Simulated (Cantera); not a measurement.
A perfectly stirred reactor is fed with H₂ : O₂ = 0.017 : 1 (molar parts), at 1330 Pa; it is held at 1075 K, and followed from long to short residence time.

Detailed kinetics in Cantera: the H2/O2 subset of GRI-Mech 3.0, which has no nitrogen chemistry. Radical loss at walls, strong at low pressure, is not modelled.

### Question
What does this change do: O2 1 to 4.1 parts?

### Answer
```tsv
quantity	before	after
x(H₂) at τ = 3.90 s	5.90e-5	2.64e-5
x(O₂) at τ = 3.90 s	0.982	0.995
x(HO₂) at τ = 3.90 s	6.91e-7	2.83e-7
x(H) at τ = 3.90 s	2.07e-5	5.44e-6
x(OH) at τ = 3.90 s	0.000207	8.70e-5
x(H₂) at τ = 62.0 ms	0.000644	0.000335
x(O₂) at τ = 62.0 ms	0.977	0.993
x(HO₂) at τ = 62.0 ms	2.36e-6	1.06e-6
x(H) at τ = 62.0 ms	0.000730	0.000116
x(OH) at τ = 62.0 ms	0.000855	0.000358
```
